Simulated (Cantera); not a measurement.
A Cantera script and its output.

```python
import numpy as np
import cantera as ct

gas = ct.Solution("h2o2.yaml")
gas.TPX = 700, 200000, {'H2': 1, 'O2': 0.208, 'N2': 0.783}
flame = ct.FreeFlame(gas, width=0.025)
flame.set_refine_criteria(ratio=3, slope=0.08, curve=0.16)
flame.transport_model = "mixture-averaged"
flame.solve(loglevel=0, auto=True)
z, T = flame.grid, flame.T
thick = (T[-1] - T[0]) / np.gradient(T, z).max()
show = ['H2', 'O2', 'H2O2', 'H', 'O', 'HO2']
print(f"laminar burning velocity  {flame.velocity[0] * 100:.3f} cm/s")
print(f"burnt temperature         {T[-1]:.1f} K")
print(f"thermal thickness         {thick * 1e3:.4f} mm")
print(f"grid points               {len(z)}")
z0 = z[flame.heat_release_rate.argmax()]
print(f"{'z/mm':>9s}{'T/K':>9s}{'u/(m/s)':>9s}" + "".join(f"{s:>11s}" for s in show))
rows = []
for k in (-3, -2, -1.5, -1, -0.5, -0.25, 0, 0.25, 0.5, 1, 2, 4, 8):
    zz = z0 + k * thick
    rows.append([k * thick, np.interp(zz, z, T), np.interp(zz, z, flame.velocity),
                 *(np.interp(zz, z, flame.X[gas.species_index(s)]) for s in show)])
    print(f"{rows[-1][0] * 1e3:9.3f}{rows[-1][1]:9.1f}{rows[-1][2]:9.3f}" + "".join(f"{x:11.3e}" for x in rows[-1][3:]))
```

It prints:

```
laminar burning velocity  1194.567 cm/s
burnt temperature         2253.0 K
thermal thickness         0.2046 mm
grid points               140
     z/mm      T/K  u/(m/s)         H2         O2       H2O2          H          O        HO2
   -0.614    700.0   11.946  5.023e-01  1.045e-01  1.084e-13  4.864e-14  1.851e-15  1.604e-11
   -0.409    700.0   11.946  5.023e-01  1.045e-01  3.158e-13  2.758e-11  7.682e-13  9.606e-10
   -0.307    700.0   11.946  5.023e-01  1.045e-01  4.649e-12  1.255e-09  2.775e-11  1.868e-08
   -0.205    700.1   11.947  5.022e-01  1.045e-01  2.573e-09  6.050e-07  1.100e-08  3.124e-06
   -0.102    727.4   12.351  4.981e-01  1.042e-01  3.333e-06  5.314e-04  1.796e-05  3.014e-04
   -0.051    923.8   15.358  4.683e-01  9.793e-02  7.441e-06  8.904e-03  3.498e-04  2.215e-04
    0.000   1293.5   20.948  3.807e-01  6.413e-02  2.584e-06  4.418e-02  2.379e-03  1.043e-04
    0.051   1560.8   25.068  3.005e-01  1.866e-02  1.064e-06  7.651e-02  2.348e-03  2.974e-05
    0.102   1679.6   26.843  2.795e-01  3.767e-03  5.730e-07  8.076e-02  1.171e-03  5.799e-06
    0.205   1789.6   28.397  2.820e-01  3.980e-04  3.452e-07  7.053e-02  7.044e-04  6.331e-07
    0.409   1898.3   29.879  2.916e-01  1.687e-04  2.037e-07  5.551e-02  4.952e-04  2.954e-07
    0.819   2003.9   31.284  3.013e-01  9.691e-05  1.078e-07  4.032e-02  2.958e-04  1.814e-07
    1.637   2092.8   32.438  3.096e-01  4.769e-05  5.337e-08  2.726e-02  1.482e-04  9.844e-08
```

Computed with Cantera and the H2/O2 subset of GRI-Mech 3.0, which has no nitrogen chemistry. Burning velocities carry a grid error of a few per cent, more on coarse grids.
